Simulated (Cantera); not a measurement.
**Hydrogen reduction and annealing atmospheres: TiO2 + H2**

Input: 1 mol TiO2, a varied amount of H2, at 1398.15 K and 4.30 bar.

Equilibrium computed with Cantera from the NASA thermochemical tables; the gas is ideal and each condensed phase is pure. Candidate condensed phases: H2O, Ti, TiO, TiO2, Ti2O3, Ti3O5, Ti4O7; 12 gas species. Mutual solubility and eutectic melting of coexisting phases are not modelled. Condensed phases not in the tables: Magnéli phases beyond Ti4O7. Gases not in the tables: TiO(OH)2. Equilibrium is a limit: real reactors are often held back by kinetics, nucleation or transport.

```json
[
 {"n(H2) (mol)": "0.66", "log p H2": "0.63", "log p H2O": "-1.51", "log p H": "-5.01", "n TiO2(rutile)": "0.981", "n Ti4O7(s)": "0.00473", "n Ti3O5(s)": "0"},
 {"n(H2) (mol)": "2", "log p H2": "0.63", "log p H2O": "-1.51", "log p H": "-5.01", "n TiO2(rutile)": "0.943", "n Ti4O7(s)": "0.0143", "n Ti3O5(s)": "0"},
 {"n(H2) (mol)": "6.3", "log p H2": "0.63", "log p H2O": "-1.51", "log p H": "-5.01", "n TiO2(rutile)": "0.820", "n Ti4O7(s)": "0.0451", "n Ti3O5(s)": "0"},
 {"n(H2) (mol)": "20", "log p H2": "0.63", "log p H2O": "-1.51", "log p H": "-5.01", "n TiO2(rutile)": "0.427", "n Ti4O7(s)": "0.143", "n Ti3O5(s)": "0"},
 {"n(H2) (mol)": "60", "log p H2": "0.63", "log p H2O": "-1.75", "log p H": "-5.01", "n TiO2(rutile)": "0", "n Ti4O7(s)": "0.250", "n Ti3O5(s)": "0"},
 {"n(H2) (mol)": "190", "log p H2": "0.63", "log p H2O": "-2.14", "log p H": "-5.01", "n TiO2(rutile)": "0", "n Ti4O7(s)": "0.0463", "n Ti3O5(s)": "0.272"},
 {"n(H2) (mol)": "580", "log p H2": "0.63", "log p H2O": "-2.61", "log p H": "-5.01", "n TiO2(rutile)": "0", "n Ti4O7(s)": "0", "n Ti3O5(s)": "0.333"},
 {"n(H2) (mol)": "1800", "log p H2": "0.63", "log p H2O": "-3.10", "log p H": "-5.01", "n TiO2(rutile)": "0", "n Ti4O7(s)": "0", "n Ti3O5(s)": "0.333"}
]
```
log p: log10 of the partial pressure in bar; n: condensed amount in mol.

From 0.66 mol H2 to 20 mol H2 the condensed part is TiO2(rutile) + Ti4O7(s). At 60 mol H2 the condensed part is Ti4O7(s). At 190 mol H2 the condensed part is Ti3O5(s) + Ti4O7(s). From 580 mol H2 to 1800 mol H2 the condensed part is Ti3O5(s).
